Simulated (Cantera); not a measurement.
A freely propagating, adiabatic, planar premixed flame of H2 : O2 : N2 = 1 : 0.455 : 2.05 (molar parts), unburnt at 400 K and 3750 Torr; mixture-averaged transport, grid criteria slope 0.08 and curve 0.16, no radiation.

Cantera simulation using the H2/O2 subset of GRI-Mech 3.0, which has no nitrogen chemistry; the numbers are that mechanism's predictions, not measurements. The hydrogen kinetics of GRI-Mech 3.0 are dated; newer H2 mechanisms differ, most at raised pressure. Burning velocities carry a grid error of a few per cent, more on coarse grids.

```json
[
 {"quantity": "laminar burning velocity", "before": "278 cm/s", "after": "404 cm/s"},
 {"quantity": "thermal thickness", "before": "0.0548 mm", "after": "0.0498 mm"},
 {"quantity": "peak x(HO2)", "before": "0.000992", "after": "0.00120"},
 {"quantity": "peak x(H2O2)", "before": "0.000134", "after": "0.000143"},
 {"quantity": "peak x(O)", "before": "0.00452", "after": "0.00704"},
 {"quantity": "peak x(H)", "before": "0.0225", "after": "0.0336"}
]
```

Name the change that produced these shifts.
(A) N2 2.05 to 1.6 parts
(B) inlet temperature 400 to 550 K
(C) O2 0.455 to 0.36 parts
(D) inlet temperature 400 to 600 K

A, N2 2.05 to 1.6 parts
